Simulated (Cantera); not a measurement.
Input (Python, Cantera) and output of one run.

```python
import numpy as np
import cantera as ct

gas_names = """
    C CH CH2 CH3 CH4 C2 C2H C2H2,acetylene C2H2,vinylidene C2H3,vinyl C2H4 C2H5 C2H6 C3 C3H3,propargyl
    C3H4,allene C3H4,propyne C3H4,cyclo- C3H5,allyl C3H6,propylene C3H6,cyclo- C3H7,n-propyl
    C3H7,i-propyl C3H8 C4 C4H2 C4H4,1,3-cyclo- C4H6,butadiene C4H6,2-butyne C4H6,cyclo- C4H8,1-butene
    C4H8,cis2-buten C4H8,tr2-butene C4H8,isobutene C4H8,cyclo- C4H9,n-butyl C4H9,i-butyl C4H9,s-butyl
    C4H9,t-butyl C4H10,isobutane C4H10,n-butane C5 C5H6,1,3cyclo- C5H8,cyclo- C5H10,1-pentene
    C5H10,cyclo- C5H11,pentyl C5H11,t-pentyl C5H12,n-pentane C5H12,i-pentane CH3C(CH3)2CH3 C6H2
    C6H5,phenyl C6H6 C6H10,cyclo- C6H12,1-hexene C6H12,cyclo- C6H13,n-hexyl C7H7,benzyl C7H8
    C7H14,1-heptene C7H15,n-heptyl C7H16,n-heptane C8H8,styrene C8H10,ethylbenz C8H16,1-octene
    C8H17,n-octyl C8H18,isooctane C8H18,n-octane C9H19,n-nonyl C10H8,naphthale C10H21,n-decyl
    C12H9,o-bipheny C12H10,bipheny H H2 Si SiC SiC2 SiC4H12 SiH SiH2 SiH3 SiH4 Si2 Si2C Si3
""".split()
cond_names = """
    C(gr) C6H6(L) C7H8(L) C8H18(L),n-octa Si(cr) Si(L) SiC(b)
""".split()


def load(file, names, dense=False):
    # The tables refer to 1 bar. Condensed volumes are neglected.
    table = {s.name: s for s in ct.Species.list_from_file(file)}
    out = []
    for n in names:
        d = dict(table[n].input_data)
        d["thermo"] = dict(d["thermo"], **{"reference-pressure": 1e5})
        if dense:
            d["equation-of-state"] = {"model": "constant-volume", "density": "1e6 g/cm^3"}
        out.append(ct.Species.from_dict(d))
    return out


gas = ct.Solution(thermo="ideal-gas", species=load("nasa_gas.yaml", gas_names))
cond = {s.name: ct.Solution(thermo="fixed-stoichiometry", species=[s], name=s.name)
        for s in load("nasa_condensed.yaml", cond_names, dense=True)}
atoms = {
    'SiH4': {'Si': 1, 'H': 4},
    'C2H4': {'C': 2, 'H': 4},
    'H2': {'H': 2},
    'C2H2': {'C': 2, 'H': 2},
}
top_T = {'C(gr)': 4500, 'SiC(b)': 3050}  # K; cautious upper limits of use, not melting points


def equilibrate(T, P, feed):
    n = {}
    for name, mol in feed.items():
        for a, k in atoms[name].items():
            n[a] = n.get(a, 0.0) + k * mol
    gas.TPX = T, P, n
    mass = sum(n.values()) * gas.mean_molecular_weight
    gas.equilibrate("TP")
    valid = [c for c in cond.values() if c.min_temp <= T <= top_T.get(c.name, c.max_temp)]
    mix = ct.Mixture([(gas, mass / gas.mean_molecular_weight)] + [(c, 0.0) for c in valid])
    mix.T, mix.P = T, P
    mix.equilibrate("TP", solver="vcs", rtol=1e-11, max_steps=5000)
    return mix


results = []
feed = {'SiH4': 1, 'C2H4': 0.1, 'H2': 20, 'C2H2': 0.025}  # mol
T = 2375  # K
for P in [100, 220, 460, 1000, 2200, 4600, 10000, 22000, 46000, 100000]:
    mix = equilibrate(T, P, feed)
    results.append((T, P, feed, dict(zip(mix.species_names, mix.species_moles))))

top = {s: max(r[3][s] / sum(r[3][g] for g in gas_names) for r in results) for s in gas_names}
cols = sorted((s for s in top if top[s] > 0.0001), key=lambda s: -top[s])[:6]
seen = [c for c in cond_names if any(r[3].get(c, 0) > 1e-12 for r in results)]
print("log10 of partial pressures in bar; condensed amounts in mol")
print(f"{'P/Pa':>10s}" + "".join(f"{s[:9]:>10s}" for s in cols + seen))
for T, P, feed, n in results:
    ng = sum(n[g] for g in gas_names)
    print(f"{P:10.4g}" + "".join(f"{np.log10(max(n[s] / ng * P / 1e5, 1e-99)):10.3f}" for s in cols)
          + "".join(f"{n.get(c, 0):10.4g}" for c in seen))
```

Result:

```
log10 of partial pressures in bar; condensed amounts in mol
      P/Pa        H2         H        Si      Si2C      SiC2 C2H2,acet     Si(L)    SiC(b)
       100    -3.212    -3.457    -4.491    -6.645    -5.595    -5.772         0         0
       220    -2.808    -3.254    -4.132    -5.936    -5.256    -5.388         0         0
       460    -2.447    -3.074    -3.808    -5.303    -4.959    -5.053         0         0
      1000    -2.080    -2.891    -3.485    -4.676    -4.677    -4.728         0         0
      2200    -1.716    -2.709    -3.185    -4.178    -4.579    -4.566         0   0.05892
      4600    -1.381    -2.541    -2.909    -3.902    -4.855    -4.782         0    0.1537
     1e+04    -1.030    -2.365    -2.751    -3.744    -5.013    -4.746      0.23    0.1951
   2.2e+04    -0.676    -2.188    -2.751    -3.744    -5.013    -4.393     0.506    0.2207
   4.6e+04    -0.349    -2.025    -2.751    -3.744    -5.013    -4.066    0.6259    0.2313
     1e+05    -0.008    -1.855    -2.751    -3.744    -5.013    -3.725    0.6868    0.2361
```

Cantera equilibrium calculation (NASA polynomials, part measured and part estimated; ideal gas, pure solids and liquids). Mutual solubility and eutectic melting of coexisting phases are not modelled. Gases not in the tables: Si2H6 and higher silanes.
